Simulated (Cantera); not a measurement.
Input: 1 mol Al, 5.6 mol H₂O, 6.8 mol CO, equilibrated at 1773 K and 0.170 bar.

These are equilibrium values from Cantera (NASA tables, ideal gas, pure condensed phases), not measurements of a reactor. Candidate condensed phases: Al, Al₂O₃, C, C₆H₆, C₇H₈, C₈H₁₈, H₂O; 121 gas species. Gases not in the tables: Al(OH)₃. Equilibrium is a limit: real reactors are often held back by kinetics, nucleation or transport.

Base state: CO 0.437, H₂ 0.232, H₂O 0.219, CO₂ 0.111, H 0.000332, OH 1.95e-5 (mole fractions); condensed: Al₂O₃(s).

**Question.** What changes in the equilibrium state with this change: pressure from 0.170 bar to 25.0 Pa?

**Answer.** 
```json
[
 {"species": "CO", "before": "0.437", "after": "0.434"},
 {"species": "H₂", "before": "0.232", "after": "0.228"},
 {"species": "H₂O", "before": "0.219", "after": "0.217"},
 {"species": "H", "before": "0.000332", "after": "0.00859"},
 {"species": "CO₂", "before": "0.111", "after": "0.111"},
 {"species": "O", "before": "2.18e-8", "after": "1.49e-5"},
 {"species": "OH", "before": "1.95e-5", "after": "0.000507"},
 {"species": "Al₂O₃(s), mol", "before": "0.500", "after": "0.500"}
]
```

**Question.** What changes in the equilibrium state with this change: temperature from 1773 K to 650 K?

**Answer.** 
| species | before | after |
|---|---|---|
| CO₂ | 0.111 | 0.416 |
| H₂O | 0.219 | 0.398 |
| H₂ | 0.232 | 0.117 |
| CO | 0.437 | 0.00785 |
| CH₄ | <1e-9 | 0.0605 |
| H | 0.000332 | <1e-9 |
| OH | 1.95e-5 | <1e-9 |
| Al₂O₃(s), mol | 0.500 | 0.500 |
| C(graphite), mol | 0 | 2.54 |
